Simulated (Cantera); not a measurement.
A Cantera script and what it prints.

```python
import numpy as np
import cantera as ct

gas_names = """
    CL CL2 N N2 Sr SrCL SrCL2
""".split()
cond_names = """
    Sr(a) Sr(b) Sr(L) SrCL2(a) SrCL2(b) SrCL2(L)
""".split()


def load(file, names, dense=False):
    # The tables refer to 1 bar. Condensed volumes are neglected.
    table = {s.name: s for s in ct.Species.list_from_file(file)}
    out = []
    for n in names:
        d = dict(table[n].input_data)
        d["thermo"] = dict(d["thermo"], **{"reference-pressure": 1e5})
        if dense:
            d["equation-of-state"] = {"model": "constant-volume", "density": "1e6 g/cm^3"}
        out.append(ct.Species.from_dict(d))
    return out


gas = ct.Solution(thermo="ideal-gas", species=load("nasa_gas.yaml", gas_names))
cond = {s.name: ct.Solution(thermo="fixed-stoichiometry", species=[s], name=s.name)
        for s in load("nasa_condensed.yaml", cond_names, dense=True)}
atoms = {
    'SrCl2': {'Sr': 1, 'CL': 2},
    'N2': {'N': 2},
}
top_T = {}  # K; cautious upper limits of use, not melting points


def equilibrate(T, P, feed):
    n = {}
    for name, mol in feed.items():
        for a, k in atoms[name].items():
            n[a] = n.get(a, 0.0) + k * mol
    gas.TPX = T, P, n
    mass = sum(n.values()) * gas.mean_molecular_weight
    gas.equilibrate("TP")
    valid = [c for c in cond.values() if c.min_temp <= T <= top_T.get(c.name, c.max_temp)]
    mix = ct.Mixture([(gas, mass / gas.mean_molecular_weight)] + [(c, 0.0) for c in valid])
    mix.T, mix.P = T, P
    mix.equilibrate("TP", solver="vcs", rtol=1e-11, max_steps=5000)
    return mix


results = []
feed = {'SrCl2': 1, 'N2': 8}  # mol
P = 1.8  # Pa
for T in [700, 775, 850, 925, 1000, 1075, 1150, 1225, 1300, 1375, 1450, 1525, 1600]:
    mix = equilibrate(T, P, feed)
    results.append((T, P, feed, dict(zip(mix.species_names, mix.species_moles))))

top = {s: max(r[3][s] / sum(r[3][g] for g in gas_names) for r in results) for s in gas_names}
cols = sorted((s for s in top if top[s] > 1e-05), key=lambda s: -top[s])[:8]
seen = [c for c in cond_names if any(r[3].get(c, 0) > 1e-12 for r in results)]
print("log10 of partial pressures in bar; condensed amounts in mol")
print(f"{'T/K':>10s}" + "".join(f"{s[:9]:>10s}" for s in cols + seen))
for T, P, feed, n in results:
    ng = sum(n[g] for g in gas_names)
    print(f"{T:10.4g}" + "".join(f"{np.log10(max(n[s] / ng * P / 1e5, 1e-99)):10.3f}" for s in cols)
          + "".join(f"{n.get(c, 0):10.4g}" for c in seen))
```

Output:

```
log10 of partial pressures in bar; condensed amounts in mol
       T/K        N2     SrCL2        CL      SrCL        Sr  SrCL2(a)  SrCL2(b)  SrCL2(L)
       700    -4.745   -16.337   -16.003   -30.136   -40.521         1         0         0
       775    -4.745   -13.846   -20.138   -20.104   -23.379         1         0         0
       850    -4.745   -11.809   -17.699   -17.699   -20.962         1         0         0
       925    -4.745   -10.116   -15.676   -15.677   -18.905         1         0         0
      1000    -4.745    -8.690   -13.963   -13.964   -17.155         0    0.9991         0
      1075    -4.745    -7.500   -12.507   -12.508   -15.649         0    0.9859         0
      1150    -4.753    -6.483   -11.249   -11.250   -14.337         0         0     0.851
      1225    -4.796    -5.699   -10.200   -10.201   -13.185         0         0         0
      1300    -4.796    -5.699    -9.618    -9.620   -12.167         0         0         0
      1375    -4.796    -5.699    -9.098    -9.104   -11.261         0         0         0
      1450    -4.796    -5.700    -8.630    -8.643   -10.452         0         0         0
      1525    -4.796    -5.700    -8.204    -8.231    -9.729         0         0         0
      1600    -4.796    -5.703    -7.814    -7.863    -9.084         0         0         0
```

Method: chemical equilibrium by Gibbs-energy minimisation in Cantera with the NASA 1993 tables (ideal gas, pure condensed phases).
